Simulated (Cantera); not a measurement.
A perfectly stirred reactor is fed with NH3 : N2 = 1 : 4 (molar parts), at 100.0 Torr; it is held at 1823 K, and followed from long to short residence time.

Cantera simulation using the gas-phase N/H chemistry of the illustrative SiF4/NH3 mechanism in the Surface Chemkin manual (1991); the numbers are that mechanism's predictions, not measurements. Walls and surfaces, which speed up NH3 decomposition in real reactors, are not modelled.

### Question
What does this change do: N2 4 to 0.66 parts?

### Answer
| quantity | before | after |
|---|---|---|
| x(NH3) at τ = 11.0 s | 0.0285 | 0.0752 |
| x(NH2) at τ = 11.0 s | 5.50e-5 | 9.84e-5 |
| x(H2) at τ = 11.0 s | 0.214 | 0.493 |
| x(N2H2) at τ = 11.0 s | 6.01e-8 | 1.44e-7 |
| x(NH) at τ = 11.0 s | 1.75e-6 | 2.14e-6 |
| x(NH3) at τ = 0.170 s | 0.178 | 0.531 |
| x(NH2) at τ = 0.170 s | 0.000223 | 0.000389 |
| x(H2) at τ = 0.170 s | 0.0277 | 0.0669 |
| x(N2H2) at τ = 0.170 s | 6.26e-7 | 1.87e-6 |
| x(NH) at τ = 0.170 s | 2.93e-6 | 3.38e-6 |

### Question
What does this change do: pressure from 100.0 Torr to 1.00 bar?

### Answer
| quantity | before | after |
|---|---|---|
| x(NH3) at τ = 11.0 s | 0.0285 | 0.0116 |
| x(NH2) at τ = 11.0 s | 5.50e-5 | 2.13e-5 |
| x(H2) at τ = 11.0 s | 0.214 | 0.235 |
| x(N2H2) at τ = 11.0 s | 6.01e-8 | 8.79e-9 |
| x(NH) at τ = 11.0 s | 1.75e-6 | 6.57e-7 |
| x(NH3) at τ = 0.170 s | 0.178 | 0.129 |
| x(NH2) at τ = 0.170 s | 0.000223 | 0.000137 |
| x(H2) at τ = 0.170 s | 0.0277 | 0.0882 |
| x(N2H2) at τ = 0.170 s | 6.26e-7 | 2.55e-7 |
| x(NH) at τ = 0.170 s | 2.93e-6 | 2.15e-6 |

### Question
What does this change do: pressure from 100.0 Torr to 23.3 Torr?

### Answer
```tsv
quantity	before	after
x(NH3) at τ = 11.0 s	0.0285	0.0559
x(NH2) at τ = 11.0 s	5.50e-5	0.000107
x(H2) at τ = 11.0 s	0.214	0.180
x(N2H2) at τ = 11.0 s	6.01e-8	2.23e-7
x(NH) at τ = 11.0 s	1.75e-6	3.25e-6
x(NH3) at τ = 0.170 s	0.178	0.190
x(NH2) at τ = 0.170 s	0.000223	0.000320
x(H2) at τ = 0.170 s	0.0277	0.0121
x(N2H2) at τ = 0.170 s	6.26e-7	1.19e-6
x(NH) at τ = 0.170 s	2.93e-6	3.61e-6
```
